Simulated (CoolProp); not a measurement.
Vapour-liquid equilibrium of toluene (1) + n-octane (2) at 123.25 °C; x and y are mole fractions of (1).

Values from CoolProp's multi-fluid Helmholtz-energy mixture model, Lemmon 2006 and Beckmüller 2019; pair parameters Bell 2016.

```tsv
x	bubble pressure (kPa)	y at the bubble point	dew pressure at overall composition x (kPa)	liquid density (mol/L)
0.05	98.96	0.088	97.13	5.469
0.125	104.9	0.203	100.8	5.623
0.2	110.4	0.302	104.8	5.786
0.275	115.4	0.388	108.9	5.958
0.35	119.9	0.465	113.1	6.140
0.425	124.0	0.535	117.5	6.333
0.5	127.7	0.600	121.9	6.539
0.575	131.1	0.661	126.3	6.758
0.65	134.1	0.719	130.5	6.991
0.725	136.7	0.776	134.4	7.240
0.8	139.0	0.834	137.7	7.506
0.875	140.9	0.893	140.4	7.791
0.95	142.4	0.956	142.3	8.097
```

No azeotrope shows between x = 0.05 and 0.95.

Pair parameters are fitted to limited data, so mixtures are less certain than the pure fluids.
